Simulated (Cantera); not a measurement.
## Equilibrium for silicon oxide and oxynitride deposition: HMDSO + O3

Feed: 1 mol HMDSO, 0.11 mol O3, held at 10.0 mbar.

Cantera equilibrium calculation (NASA polynomials, part measured and part estimated; ideal gas, pure solids and liquids). Candidate condensed phases: C, C6H6, C7H8, C8H18, H2O, Si, SiC, SiO2; 123 gas species. The feed counts by its element totals alone. Mutual solubility and eutectic melting of coexisting phases are not modelled. The tables hold silica as quartz up to 1696 K and as liquid above; real silica turns to tridymite and cristobalite and melts near 1996 K. Equilibrium is a limit: real reactors are often held back by kinetics, nucleation or transport.

```json
[
 {"T (K)": "1148", "log p H2": "-2.00", "log p CO": "-4.86", "log p H": "-8.15", "log p SiO": "-8.41", "n C(graphite)": "4.64", "n SiC(s)": "1.34", "n SiO2(β-quartz)": "0.659"},
 {"T (K)": "1248", "log p H2": "-2.01", "log p CO": "-3.76", "log p H": "-7.33", "log p SiO": "-7.02", "n C(graphite)": "4.42", "n SiC(s)": "1.41", "n SiO2(β-quartz)": "0.585"},
 {"T (K)": "1348", "log p H2": "-2.06", "log p CO": "-2.89", "log p H": "-6.67", "log p SiO": "-5.91", "n C(graphite)": "2.67", "n SiC(s)": "2.00", "n SiO2(β-quartz)": "0"},
 {"T (K)": "1448", "log p H2": "-2.06", "log p CO": "-2.89", "log p H": "-6.07", "log p SiO": "-5.70", "n C(graphite)": "2.67", "n SiC(s)": "2.00", "n SiO2(β-quartz)": "0"},
 {"T (K)": "1548", "log p H2": "-2.06", "log p CO": "-2.89", "log p H": "-5.54", "log p SiO": "-5.51", "n C(graphite)": "2.68", "n SiC(s)": "2.00", "n SiO2(β-quartz)": "0"},
 {"T (K)": "1648", "log p H2": "-2.06", "log p CO": "-2.89", "log p H": "-5.08", "log p SiO": "-5.36", "n C(graphite)": "2.68", "n SiC(s)": "2.00", "n SiO2(β-quartz)": "0"},
 {"T (K)": "1748", "log p H2": "-2.06", "log p CO": "-2.89", "log p H": "-4.67", "log p SiO": "-5.22", "n C(graphite)": "2.68", "n SiC(s)": "1.99", "n SiO2(β-quartz)": "0"},
 {"T (K)": "1848", "log p H2": "-2.06", "log p CO": "-2.89", "log p H": "-4.31", "log p SiO": "-5.09", "n C(graphite)": "2.68", "n SiC(s)": "1.99", "n SiO2(β-quartz)": "0"},
 {"T (K)": "1948", "log p H2": "-2.07", "log p CO": "-2.90", "log p H": "-3.98", "log p SiO": "-4.98", "n C(graphite)": "2.68", "n SiC(s)": "1.99", "n SiO2(β-quartz)": "0"},
 {"T (K)": "2048", "log p H2": "-2.07", "log p CO": "-2.90", "log p H": "-3.69", "log p SiO": "-4.88", "n C(graphite)": "2.68", "n SiC(s)": "1.98", "n SiO2(β-quartz)": "0"}
]
```
log p: log10 of the partial pressure in bar; n: condensed amount in mol.

From 1148 K to 1248 K the condensed part is C(graphite) + SiC(s) + SiO2(β-quartz). From 1348 K to 2048 K the condensed part is C(graphite) + SiC(s). The main Si-bearing gas is SiO throughout.
